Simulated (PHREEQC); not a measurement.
# Acid mine or pickling water (model solution)

A made-up water analysis in mg/kgw, 10 °C, pH 3.93, pe 8.1: Na 41.4; K 7.04; Ca 100; Mg 0.0971; Cl 46.9; S(6) as SO4 287; Fe(3) 0.115.

Valence states are taken as typed.

Equilibrium calculation in PHREEQC: ion-association model, phreeqc.dat.

Each row changes one thing in this solution. No solid was allowed to form.

```json
[
 {"case": "as made", "ionic strength (mol/kgw)": "0.0111", "SO4-2 (mol/kgw)": "0.00258", "Ca+2 (mol/kgw)": "0.00212", "CaSO4 (mol/kgw)": "0.000378", "HSO4- (mol/kgw)": "1.59e-5", "NaSO4- (mol/kgw)": "1.38e-5", "SI of Jarosite-K (KFe3(SO4)2(OH)6)": "-0.64", "SI of Gypsum (CaSO4:2H2O)": "-1.03"},
 {"case": "Mg from 0.0971 to 0.291 mg/kgw", "ionic strength (mol/kgw)": "0.0111", "SO4-2 (mol/kgw)": "0.00258", "Ca+2 (mol/kgw)": "0.00212", "CaSO4 (mol/kgw)": "0.000378", "HSO4- (mol/kgw)": "1.59e-5", "NaSO4- (mol/kgw)": "1.38e-5", "SI of Jarosite-K (KFe3(SO4)2(OH)6)": "-0.64", "SI of Gypsum (CaSO4:2H2O)": "-1.03"},
 {"case": "all concentrations times 2 at the same typed pH", "ionic strength (mol/kgw)": "0.0210", "SO4-2 (mol/kgw)": "0.00486", "Ca+2 (mol/kgw)": "0.00395", "CaSO4 (mol/kgw)": "0.00104", "HSO4- (mol/kgw)": "2.74e-5", "NaSO4- (mol/kgw)": "4.55e-5", "SI of Jarosite-K (KFe3(SO4)2(OH)6)": "+0.75", "SI of Gypsum (CaSO4:2H2O)": "-0.59"},
 {"case": "temperature from 10 to 50 °C at the same typed pH", "ionic strength (mol/kgw)": "0.0108", "SO4-2 (mol/kgw)": "0.00248", "Ca+2 (mol/kgw)": "0.00205", "CaSO4 (mol/kgw)": "0.000449", "HSO4- (mol/kgw)": "3.71e-5", "NaSO4- (mol/kgw)": "1.65e-5", "SI of Jarosite-K (KFe3(SO4)2(OH)6)": "-1.78", "SI of Gypsum (CaSO4:2H2O)": "-1.05"}
]
```

Some of these states are supersaturated (in Hematite (slow to form), Goethite (slow to form), Jarosite-K, for instance). Constants without temperature data keep their 25 °C values here.
